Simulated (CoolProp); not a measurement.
A simple Rankine cycle with propyne: condensing at 316.15 K, boiler at 3.29 MPa, turbine inlet 377.3 K, turbine efficiency 0.9, pump efficiency 0.8, no recuperator. Each further row changes one setting.

Computed with CoolProp (reference Helmholtz-energy equation of state, Polt 1992). This equation is an older, rougher fit; its heat capacities, sound speeds and derivatives of the liquid may be far off and weren't checked against measurements.

```json
[
 {"case": "as stated", "thermal efficiency (%)": "11.3", "net work (kJ/kg)": "53.7", "heat in (kJ/kg)": "475", "turbine exit temperature (K)": "316.2", "volume ratio over the turbine": "3.57"},
 {"case": "turbine inlet 397.3 K", "thermal efficiency (%)": "11.8", "net work (kJ/kg)": "(withheld)", "heat in (kJ/kg)": "533", "turbine exit temperature (K)": "332.1", "volume ratio over the turbine": "3.40"},
 {"case": "condensing temperature 308.15 K", "thermal efficiency (%)": "(withheld)", "net work (kJ/kg)": "63.4", "heat in (kJ/kg)": "494", "turbine exit temperature (K)": "308.1", "volume ratio over the turbine": "4.38"},
 {"case": "boiler pressure 2.3 MPa", "thermal efficiency (%)": "(withheld)", "net work (kJ/kg)": "45.7", "heat in (kJ/kg)": "517", "turbine exit temperature (K)": "332.8", "volume ratio over the turbine": "2.36"},
 {"case": "turbine efficiency 0.8", "thermal efficiency (%)": "9.9", "net work (kJ/kg)": "(withheld)", "heat in (kJ/kg)": "475", "turbine exit temperature (K)": "316.2", "volume ratio over the turbine": "(withheld)"}
]
```

What belongs in the gaps?


- turbine inlet 397.3 K, net work (kJ/kg): 63.0
- condensing temperature 308.15 K, thermal efficiency (%): 12.8
- boiler pressure 2.3 MPa, thermal efficiency (%): 8.8
- turbine efficiency 0.8, net work (kJ/kg): 47.2
- turbine efficiency 0.8, volume ratio over the turbine: 3.63

The expansion ends wet for: as stated; condensing temperature 308.15 K; turbine efficiency 0.8.
